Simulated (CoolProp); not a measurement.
The numbers come from the reference Helmholtz-energy equation of state, Lemmon 2006 in CoolProp. It is a short technical equation, of lower accuracy than the large ones.

For toluene, give the phase and the speed of sound (m/s), viscosity (µPa s) at -58.35 °C and 18.2 MPa; -36.15 °C and 18.2 MPa.


- -58.35 °C and 18.2 MPa: liquid; speed of sound 1760, viscosity 3190
- -36.15 °C and 18.2 MPa: liquid; speed of sound 1650, viscosity 1730

Viscosity comes from a separate model (Avgeri 2015).
